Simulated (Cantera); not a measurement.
Charge: 1 mol SiC, 0.094 mol CO2, 400 mol H2, at 11.0 Pa.

These are equilibrium values from Cantera (NASA tables, ideal gas, pure condensed phases), not measurements of a reactor. Candidate condensed phases: C, C6H6, C7H8, C8H18, H2O, Si, SiC, SiO2; 123 gas species. The numbers say what is thermodynamically allowed, not how fast it happens.

At 1573 K, list the 5 most abundant gas species with their mole fractions, and the condensed phases.

H2 0.996, H 0.00387, CO 0.000376, SiO 9.33e-5, Si 4.66e-5. Condensed: SiC(s).
